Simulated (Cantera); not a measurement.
A freely propagating, adiabatic, planar premixed flame of CH4 : CO : O2 : N2 = 1 : 0.1 : 1.86 : 8.01 (molar parts), unburnt at 625 K and 10.0 bar; mixture-averaged transport, grid criteria slope 0.08 and curve 0.16, no radiation.

Detailed kinetics in Cantera: GRI-Mech 3.0 (53 species, 325 reactions). Burning velocities carry a grid error of a few per cent, more on coarse grids.

Q: How do the results move with these cheaper or finer settings: unity-Lewis-number transport; multicomponent transport; multicomponent+Soret transport; grid criteria slope 0.5, curve 1; grid criteria slope 0.25, curve 0.5; grid criteria slope 0.03, curve 0.06?

A: 
```json
[
 {"setting": "as above", "laminar burning velocity": "45.4 cm/s", "thermal thickness": "0.0757 mm", "peak x(H)": "0.00241", "peak x(C2H4)": "0.000932", "grid points": "135"},
 {"setting": "unity-Lewis-number transport", "laminar burning velocity": "33.3 cm/s", "thermal thickness": "0.0913 mm", "peak x(H)": "0.00273", "peak x(C2H4)": "0.000736", "grid points": "141"},
 {"setting": "multicomponent transport", "laminar burning velocity": "45.7 cm/s", "thermal thickness": "0.0765 mm", "peak x(H)": "0.00243", "peak x(C2H4)": "0.000951", "grid points": "135"},
 {"setting": "multicomponent+Soret transport", "laminar burning velocity": "45.3 cm/s", "thermal thickness": "0.0765 mm", "peak x(H)": "0.00241", "peak x(C2H4)": "0.000936", "grid points": "136"},
 {"setting": "grid criteria slope 0.5, curve 1", "laminar burning velocity": "50.8 cm/s", "thermal thickness": "0.0829 mm", "peak x(H)": "0.00247", "peak x(C2H4)": "0.000946", "grid points": "34"},
 {"setting": "grid criteria slope 0.25, curve 0.5", "laminar burning velocity": "47.6 cm/s", "thermal thickness": "0.0783 mm", "peak x(H)": "0.00244", "peak x(C2H4)": "0.000936", "grid points": "55"},
 {"setting": "grid criteria slope 0.03, curve 0.06", "laminar burning velocity": "44.5 cm/s", "thermal thickness": "0.0751 mm", "peak x(H)": "0.00239", "peak x(C2H4)": "0.000934", "grid points": "324"}
]
```
The base run took about 12 core-seconds (a rough figure).
Unity Lewis numbers drop preferential diffusion, which matters most where H2 and H carry the flame; Soret adds thermal diffusion.
